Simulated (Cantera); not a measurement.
A perfectly stirred reactor is fed with 6.12 % CH₄, 19.8 % O₂, 74.1 % N₂, equivalence ratio 0.62, at 10.0 bar; it is adiabatic with a 425 K inlet, and is followed from long to short residence time, starting on the burning branch (τ in s: 0.039, 0.018, 0.008, 0.0036, 0.0016, 0.00072, 0.00032, 0.00015, 6.5e-05, 2.9e-05).

Detailed kinetics in Cantera: GRI-Mech 3.0 (53 species, 325 reactions).

x: mole fraction; the columns are a selection and need not sum to one.

| τ (s) | T (K) | x CH₄ | x O₂ | x N₂O | x CH₂ | x H₂O₂ | x H | x C₂H₂ |
|---|---|---|---|---|---|---|---|---|
| 0.039 | 1802 | 9.60e-6 | 0.0753 | 6.90e-7 | 1.32e-8 | 1.43e-7 | 1.01e-6 | ___ |
| 0.018 | 1800 | 1.76e-5 | 0.0753 | 9.02e-7 | 2.80e-8 | 1.82e-7 | 1.75e-6 | ___ |
| 0.0080 | 1798 | 3.22e-5 | 0.0755 | 1.24e-6 | 6.09e-8 | 2.47e-7 | 3.40e-6 | ___ |
| 0.0036 | 1794 | 5.78e-5 | 0.0757 | 1.68e-6 | 1.29e-7 | 3.46e-7 | 6.78e-6 | ___ |
| 0.0016 | 1786 | 0.000106 | 0.0761 | 2.13e-6 | 2.68e-7 | 4.96e-7 | 1.39e-5 | ___ |
| 0.00072 | 1772 | 0.000199 | 0.0770 | 2.37e-6 | 5.33e-7 | 7.20e-7 | 2.78e-5 | ___ |
| 0.00032 | 1741 | 0.000435 | 0.0791 | 2.17e-6 | 1.01e-6 | 1.12e-6 | 5.33e-5 | ___ |
| 0.00015 | 425 | 0.0612 | 0.198 | <1e-12 | <1e-12 | <1e-12 | <1e-12 | <1e-12 |
| 6.5e-5 | 425 | 0.0612 | 0.198 | <1e-12 | <1e-12 | <1e-12 | <1e-12 | <1e-12 |
| 2.9e-5 | 425 | 0.0612 | 0.198 | <1e-12 | <1e-12 | <1e-12 | <1e-12 | <1e-12 |

Problem. Complete the blanks.

Solution. 
- 0.039, x C₂H₂: 4.69e-9
- 0.018, x C₂H₂: 1.29e-8
- 0.0080, x C₂H₂: 3.20e-8
- 0.0036, x C₂H₂: 7.09e-8
- 0.0016, x C₂H₂: 1.49e-7
- 0.00072, x C₂H₂: 3.09e-7
- 0.00032, x C₂H₂: 7.64e-7
